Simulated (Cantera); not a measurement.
## Equilibrium for halide evaporation, hydrolysis and transport: CaCl₂ + N₂

Input: 1 mol CaCl₂, 1.3 mol N₂, at 0.00133 bar.

Method: chemical equilibrium by Gibbs-energy minimisation in Cantera with the NASA 1993 tables (ideal gas, pure condensed phases). Candidate condensed phases: Ca, CaCl₂; 8 gas species. Kinetics and transport are ignored.

| T (°C) | x N₂ | x CaCl₂ | x Cl | x CaCl | x Ca | x Cl₂ | n CaCl₂(s) | n CaCl₂(l) |
|---|---|---|---|---|---|---|---|---|
| 352 | 1.00 | <1e-12 | <1e-12 | <1e-12 | <1e-12 | <1e-12 | 1.00 | 0 |
| 452 | 1.00 | 9.42e-12 | <1e-12 | <1e-12 | <1e-12 | <1e-12 | 1.00 | 0 |
| 552 | 1.00 | 5.48e-9 | <1e-12 | <1e-12 | <1e-12 | <1e-12 | 1.00 | 0 |
| 652 | 1.000 | 7.80e-7 | <1e-12 | <1e-12 | <1e-12 | <1e-12 | 1.000 | 0 |
| 752 | 1.000 | 4.11e-5 | 6.65e-11 | 6.65e-11 | <1e-12 | <1e-12 | 1.000 | 0 |
| 852 | 0.999 | 0.000821 | 3.79e-9 | 3.75e-9 | 2.69e-12 | <1e-12 | 0 | 0.999 |
| 952 | 0.991 | 0.00921 | 1.06e-7 | 1.05e-7 | 9.62e-11 | <1e-12 | 0 | 0.988 |
| 1052 | 0.930 | 0.0696 | 1.76e-6 | 1.76e-6 | 2.00e-9 | 1.73e-11 | 0 | 0.903 |
| 1152 | 0.614 | 0.386 | 1.95e-5 | 1.94e-5 | 2.72e-8 | 4.29e-10 | 0 | 0.183 |
| 1252 | 0.565 | 0.435 | 7.96e-5 | 7.90e-5 | 2.63e-7 | 1.78e-9 | 0 | 0 |
| 1352 | 0.565 | 0.434 | 0.000260 | 0.000256 | 1.91e-6 | 5.55e-9 | 0 | 0 |
| 1452 | 0.565 | 0.434 | 0.000740 | 0.000718 | 1.10e-5 | 1.53e-8 | 0 | 0 |
| 1552 | 0.564 | 0.432 | 0.00189 | 0.00179 | 5.17e-5 | 3.79e-8 | 0 | 0 |
x: gas mole fraction; n: condensed amount in mol.

From 352 °C to 752 °C the condensed part is CaCl₂(s). From 852 °C to 1152 °C the condensed part is CaCl₂(l). From 1252 °C to 1552 °C nothing is condensed.
